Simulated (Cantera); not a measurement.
Input: 1 mol C₂F₆, 0.46 mol CH₄, 0.7 mol H₂, equilibrated at 2973.15 K and 1.33 mbar.

Method: chemical equilibrium by Gibbs-energy minimisation in Cantera with the NASA 1993 tables (ideal gas, pure condensed phases). Candidate condensed phases: C, C₆H₆, C₇H₈, C₈H₁₈; 95 gas species. The feed counts by its element totals alone. Rates play no part.

Task: What is the equilibrium state?

Result: 
- x(F) = 0.414
- x(HF) = 0.354
- x(C₃) = 0.0813
- x(H) = 0.0797
- x(CF) = 0.0350
- x(C) = 0.0227
- x(C₂) = 0.0106
- x(CF₂) = 0.00122
- x(C₅) = 0.000822
- gas amount = 7.454 mol
- log10 activity of C(graphite) (absent) = -0.11
